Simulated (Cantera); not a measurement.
What does this Cantera script print?

```python
import numpy as np
import cantera as ct

gas = ct.Solution("gri30.yaml")
gas.TPX = 2048, 31000, {'CH4': 1, 'CO2': 1.9, 'H2': 0.71}
reactor = ct.IdealGasConstPressureReactor(gas, energy="off", clone=False)
net = ct.ReactorNet([reactor])
net.rtol, net.atol = 1e-08, 1e-18
show = ['CH4', 'CO2', 'H2', 'HO2', 'O', 'C2H6']
times = np.geomspace(2e-05, 200, 10)

steps = ct.SolutionArray(gas, extra=["t"])
rows = []
print(f"{'t/s':>10s}{'T/K':>9s}{'P/Pa':>11s}" + "".join(f"{s:>11s}" for s in show))
for t in times:
    while net.time < t:
        t_next = net.step()
        steps.append(gas.state, t=t_next)
    rows.append([np.interp(t, steps.t, y) for y in (steps.T, steps.P, *steps(*show).X.T)])
    print(f"{t:10.3e}{rows[-1][0]:9.1f}{rows[-1][1]:11.4g}" + "".join(f"{x:11.3e}" for x in rows[-1][2:]))
rate = np.gradient(steps.T, steps.t)
print("integrator steps:", len(steps.t))
if steps.T.max() > steps.T[0] + 200:
    print(f"time of steepest temperature rise: {steps.t[rate.argmax()]:.4e} s")
gas.TPX = 2048, 31000, {'CH4': 1, 'CO2': 1.9, 'H2': 0.71}
gas.equilibrate("TP")
print(f"equilibrium (TP): T = {gas.T:.1f} K  " + "  ".join(f"{s} {gas[s].X[0]:.3e}" for s in show))
```

It prints:

```
       t/s      T/K       P/Pa        CH4        CO2         H2        HO2          O       C2H6
 2.000e-05   2048.0    3.1e+04  2.708e-01  5.242e-01  1.984e-01  3.009e-11  5.157e-09  4.266e-05
 1.199e-04   2048.0    3.1e+04  2.009e-01  4.831e-01  2.411e-01  6.053e-11  5.964e-08  4.165e-04
 7.188e-04   2048.0    3.1e+04  4.870e-02  2.785e-01  2.907e-01  1.340e-10  1.197e-07  4.028e-05
 4.309e-03   2048.0    3.1e+04  6.956e-03  8.294e-02  2.359e-01  1.735e-10  3.852e-07  2.047e-06
 2.583e-02   2048.0    3.1e+04  2.705e-03  4.299e-02  3.321e-01  4.760e-11  3.802e-07  2.210e-07
 1.549e-01   2048.0    3.1e+04  1.751e-07  3.541e-02  3.565e-01  3.853e-11  4.499e-07  2.271e-15
 9.283e-01   2048.0    3.1e+04  5.309e-10  3.541e-02  3.565e-01  3.859e-11  4.506e-07  1.323e-20
 5.565e+00   2048.0    3.1e+04  5.309e-10  3.541e-02  3.565e-01  3.859e-11  4.506e-07  1.323e-20
 3.336e+01   2048.0    3.1e+04  5.309e-10  3.541e-02  3.565e-01  3.859e-11  4.506e-07  1.323e-20
 2.000e+02   2048.0    3.1e+04  5.309e-10  3.541e-02  3.565e-01  3.859e-11  4.506e-07  1.323e-20
integrator steps: 1702
equilibrium (TP): T = 2048.0 K  CH4 6.018e-10  CO2 3.541e-02  H2 3.565e-01  HO2 3.859e-11  O 4.506e-07  C2H6 1.636e-20
```

Detailed kinetics in Cantera: GRI-Mech 3.0 (53 species, 325 reactions).
